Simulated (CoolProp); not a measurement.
Properties of sulfur dioxide along the isobar 0.101 MPa.

Computed with CoolProp (reference Helmholtz-energy equation of state, Gao 2016).

| T (K) | phase | Z | cp (kJ/(kg K)) | expansivity (1/kK) |
|---|---|---|---|---|
| 429.8 | gas | 0.9955 | ? | 2.363 |
| 441.7 | gas | 0.9959 | ? | 2.297 |
| 453.6 | gas | 0.9963 | ? | 2.234 |
| 465.5 | gas | 0.9966 | 0.7146 | 2.174 |
| 477.4 | gas | 0.9969 | 0.7198 | 2.118 |
| 489.3 | gas | 0.9972 | ? | 2.065 |
| 501.2 | gas | 0.9974 | ? | 2.014 |
| 513.1 | gas | 0.9976 | ? | 1.966 |
| 525 | gas | 0.9978 | ? | 1.921 |

Problem. Complete the blanks.

Solution. 
- 429.8, cp (kJ/(kg K)): 0.6987
- 441.7, cp (kJ/(kg K)): 0.7041
- 453.6, cp (kJ/(kg K)): 0.7094
- 489.3, cp (kJ/(kg K)): 0.7249
- 501.2, cp (kJ/(kg K)): 0.7298
- 513.1, cp (kJ/(kg K)): 0.7347
- 525, cp (kJ/(kg K)): 0.7395
